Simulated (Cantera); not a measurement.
Input (Python, Cantera):

```python
import numpy as np
import cantera as ct

gas = ct.Solution("gri30.yaml", transport_model="multicomponent")
show = ['CO2', 'H', 'H2O']

rows = []
print(f"{'T/K':>7s}{'rho':>11s}{'cp':>10s}{'mu':>11s}{'lambda':>11s}{'Pr':>7s}" + "".join(f"{'D_' + s:>11s}" for s in show))
for T in [400, 650, 900, 1150, 1400, 1650, 1900, 2150]:
    gas.TPX = T, 101325, {'N2O': 0.77}
    Pr = gas.cp_mass * gas.viscosity / gas.thermal_conductivity
    D = [gas.mix_diff_coeffs_mole[gas.species_index(s)] for s in show]
    rows.append([gas.density, gas.cp_mass, gas.viscosity, gas.thermal_conductivity, Pr, *D])
    print(f"{T:7g}{gas.density:11.4e}{gas.cp_mass:10.1f}{gas.viscosity:11.4e}"
          f"{gas.thermal_conductivity:11.4e}{Pr:7.3f}" + "".join(f"{d:11.4e}" for d in D))
print("SI units: kg/m3, J/kg/K, Pa s, W/m/K, m2/s")
```

Result:

```
    T/K        rho        cp         mu     lambda     Pr      D_CO2        D_H      D_H2O
    400 1.3409e+00     970.3 1.9459e-05 2.5299e-02  0.746 1.9210e-05 1.6604e-04 2.9206e-05
    650 8.2518e-01    1126.8 2.9093e-05 4.4078e-02  0.744 4.6721e-05 3.9445e-04 7.4279e-05
    900 5.9597e-01    1226.6 3.7113e-05 6.1443e-02  0.741 8.2843e-05 6.9163e-04 1.3503e-04
   1150 4.6641e-01    1285.1 4.4145e-05 7.6847e-02  0.738 1.2638e-04 1.0488e-03 2.0904e-04
   1400 3.8312e-01    1326.8 5.0510e-05 9.1048e-02  0.736 1.7661e-04 1.4604e-03 2.9481e-04
   1650 3.2507e-01    1359.1 5.6394e-05 1.0437e-01  0.734 2.3302e-04 1.9226e-03 3.9134e-04
   1900 2.8230e-01    1383.6 6.1915e-05 1.1688e-01  0.733 2.9526e-04 2.4327e-03 4.9793e-04
   2150 2.4947e-01    1402.0 6.7153e-05 1.2866e-01  0.732 3.6306e-04 2.9884e-03 6.1409e-04
SI units: kg/m3, J/kg/K, Pa s, W/m/K, m2/s
```

Detailed kinetics in Cantera: GRI-Mech 3.0 (53 species, 325 reactions). The composition is frozen, though it would react at the higher temperatures.
